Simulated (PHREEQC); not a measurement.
HNO3 is added in steps, without added water, to 1 kg of water holding 0.34 mmol/kgw CaSO4, 0.051 mmol/kgw Na2SO4 and 29 mmol/kgw KCl, at 25 °C. O2 is buffered at 0.21 atm. CO2 from the air is kept out. Only these solids could form: Gypsum, Portlandite, Halite, Mirabilite.

Base run: PHREEQC, ion-association model, wateq4f.dat. Each further column changes one thing. The table gives HSO4- (mol/kgw).

```
HNO3 added (mol)     base  metal-ligand complexes left out  Debye-Hückel limiting law  Davies equation for every ion  database phreeqc.dat
----------------  -------  -------------------------------  -------------------------  -----------------------------  --------------------
0                 2.12e-9                          2.38e-9                    1.85e-9                        2.06e-9               2.14e-9
0.0004875         8.56e-6                          9.57e-6                    7.12e-6                        8.22e-6               8.58e-6
0.001138          1.93e-5                          2.15e-5                    1.61e-5                        1.86e-5               1.94e-5
0.001625          2.70e-5                          3.00e-5                    2.25e-5                        2.59e-5               2.70e-5
0.002275          3.67e-5                          4.06e-5                    3.06e-5                        3.52e-5               3.67e-5
0.002763          4.35e-5                          4.81e-5                    3.64e-5                        4.19e-5               4.36e-5
0.003413          5.22e-5                          5.75e-5                    4.37e-5                        5.03e-5               5.23e-5
0.0039            5.85e-5                          6.43e-5                    4.89e-5                        5.63e-5               5.86e-5
```

 phreeqc.dat and wateq4f.dat share most of their constants, so their agreement is no independent check. Solids allowed in the column 'database phreeqc.dat': Anhydrite, Halite, Sylvite.
